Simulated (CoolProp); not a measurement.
Vapour-liquid equilibrium of R22 (1) + R134a (2) at 2.05 MPa; x and y are mole fractions of (1).

Values from CoolProp's multi-fluid Helmholtz-energy mixture model, Kamei 1995 and Tillner-Roth 1994; pair parameters Bell 2016.

Q: Give the bubble temperature and the first vapour's composition at x = 0.05, 0.5, 0.8. Is there an azeotrope?

A: x = 0.05: 340.6 K, y = 0.064; x = 0.5: 332.2 K, y = 0.558; x = 0.8: 327.9 K, y = 0.831. No azeotrope shows between x = 0.05 and 0.95.

Pair parameters are fitted to limited data, so mixtures are less certain than the pure fluids.
